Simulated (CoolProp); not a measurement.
A single-stage vapour-compression cycle with the fluid: evaporating at 314.15 K (dew point), condensing at 337.15 K (bubble point), superheat 8 K, subcooling 0 K, compressor efficiency 0.85, no pressure losses. The same conditions are run with several fluids, on thermodynamics alone (safety and materials aside).

Computed with CoolProp (reference Helmholtz-energy equation of state of each fluid (R236FA: Pan 2012; R152A: Outcalt 1996; ethanol: Schroeder 2014; R245ca: Zhou 2016; R143a: Lemmon and Jacobsen 2000; R1336mzz(Z): McLinden 2020)).

```tsv
fluid	cooling COP	pressure ratio	discharge temperature (K)	refrigerating effect (kJ/kg)	volumetric capacity (kJ/m³)
R236FA	9.95	1.88	341.7	113	3270
R152A	9.88	1.76	352.4	224	6200
ethanol	10.9	2.96	372.7	853	279
R245ca	10.5	2.06	342.2	170	1610
R143a	7.60	1.67	350.5	100	8360
R1336mzz(Z)	10.5	2.08	340.2	139	1190
```
